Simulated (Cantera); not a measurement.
An adiabatic, constant-volume homogeneous reactor starts with CH4 : O2 : N2 = 1 : 1.43 : 5.37 (molar parts), equivalence ratio 1.4, at 1798 K and 10.0 bar. Integrator tolerance rtol = 1e-08.

Detailed kinetics in Cantera: GRI-Mech 3.0 (53 species, 325 reactions). Above 3000 K some thermodynamic fits are extrapolated.

**Question.** What does this change do: constant pressure in place of constant volume?

**Answer.** 
```
quantity                                                              before                                      after
---------------------------------  -----------------------------------------  -----------------------------------------
time of steepest temperature rise                                    16.4 µs                                    18.1 µs
temperature at 0.600 s                                                3243 K                                     3027 K
equilibrium temperature                                               3243 K                                     3027 K
x(CH4) at 0.600 s                  1.57e-11 (gas-phase equilibrium 1.84e-11)  5.45e-12 (gas-phase equilibrium 6.40e-12)
x(O2) at 0.600 s                     0.00302 (gas-phase equilibrium 0.00302)    0.00193 (gas-phase equilibrium 0.00193)
x(HCN) at 0.600 s                    2.75e-7 (gas-phase equilibrium 2.75e-7)    1.19e-7 (gas-phase equilibrium 1.19e-7)
x(CO) at 0.600 s                       0.0878 (gas-phase equilibrium 0.0878)      0.0851 (gas-phase equilibrium 0.0851)
x(C2H6) at 0.600 s                     <1e-12 (gas-phase equilibrium <1e-12)      <1e-12 (gas-phase equilibrium <1e-12)
x(OH) at 0.600 s                       0.0176 (gas-phase equilibrium 0.0176)      0.0126 (gas-phase equilibrium 0.0126)
x(C2H) at 0.600 s                      <1e-12 (gas-phase equilibrium <1e-12)      <1e-12 (gas-phase equilibrium <1e-12)
```
